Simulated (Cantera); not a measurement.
Charge: 1 mol SiH2Cl2, 0.025 mol Cl2, a varied amount of H2, equilibrated at 1352 °C and 7.50 Torr.

Method: chemical equilibrium by Gibbs-energy minimisation in Cantera with the NASA 1993 tables (ideal gas, pure condensed phases). Candidate condensed phases: Si; 19 gas species. Equilibrium is a limit: real reactors are often held back by kinetics, nucleation or transport.

Task: What share of the Si ends up in condensed phases as a function of n(H2) (mol), at 34, 100, 170, 230, 300, 370, 430, 500?

Result: 
| n(H2) (mol) | Si condensed (%) | as |
|---|---|---|
| 34 | 75.1 | Si(s) |
| 100 | 88.1 | Si(s) |
| 170 | 92.0 | Si(s) |
| 230 | 93.6 | Si(s) |
| 300 | 94.6 | Si(s) |
| 370 | 95.2 | Si(s) |
| 430 | 95.6 | Si(s) |
| 500 | 95.8 | Si(s) |
